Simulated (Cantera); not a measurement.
A perfectly stirred reactor is fed with NO : N2 = 1 : 0.17 (molar parts), at 0.0247 atm; it is held at 1900 K, and followed from long to short residence time.

Computed with Cantera and GRI-Mech 3.0 (53 species, 325 reactions). Radical loss at walls, strong at low pressure, is not modelled.

Question: What does this change do: pressure from 0.0247 atm to 0.799 atm?

Answer: 
| quantity | before | after |
|---|---|---|
| x(NO) at τ = 27.0 s | 0.369 | 0.0983 |
| x(NO2) at τ = 27.0 s | 0.000127 | 0.000244 |
| x(N2) at τ = 27.0 s | 0.388 | 0.523 |
| x(O) at τ = 27.0 s | 0.000963 | 0.000206 |
| x(O2) at τ = 27.0 s | 0.242 | 0.378 |
| x(NO) at τ = 0.160 s | 0.850 | 0.761 |
| x(NO2) at τ = 0.160 s | 4.57e-5 | 0.000712 |
| x(N2) at τ = 0.160 s | 0.147 | 0.192 |
| x(O) at τ = 0.160 s | 0.000273 | 8.21e-5 |
| x(O2) at τ = 0.160 s | 0.00204 | 0.0463 |

Question: What does this change do: pressure from 0.0247 atm to 0.00987 atm?

Answer: 
```tsv
quantity	before	after
x(NO) at τ = 27.0 s	0.369	0.488
x(NO2) at τ = 27.0 s	0.000127	8.99e-5
x(N2) at τ = 27.0 s	0.388	0.328
x(O) at τ = 27.0 s	0.000963	0.00136
x(O2) at τ = 27.0 s	0.242	0.182
x(NO) at τ = 0.160 s	0.850	0.853
x(NO2) at τ = 0.160 s	4.57e-5	1.97e-5
x(N2) at τ = 0.160 s	0.147	0.146
x(O) at τ = 0.160 s	0.000273	0.000356
x(O2) at τ = 0.160 s	0.00204	0.000752
```

Question: What does this change do: NO 1 to 0.44 parts?

Answer: 
| quantity | before | after |
|---|---|---|
| x(NO) at τ = 27.0 s | 0.369 | 0.329 |
| x(NO2) at τ = 27.0 s | 0.000127 | 0.000101 |
| x(N2) at τ = 27.0 s | 0.388 | 0.475 |
| x(O) at τ = 27.0 s | 0.000963 | 0.000867 |
| x(O2) at τ = 27.0 s | 0.242 | 0.195 |
| x(NO) at τ = 0.160 s | 0.850 | 0.718 |
| x(NO2) at τ = 0.160 s | 4.57e-5 | 3.55e-5 |
| x(N2) at τ = 0.160 s | 0.147 | 0.280 |
| x(O) at τ = 0.160 s | 0.000273 | 0.000241 |
| x(O2) at τ = 0.160 s | 0.00204 | 0.00146 |
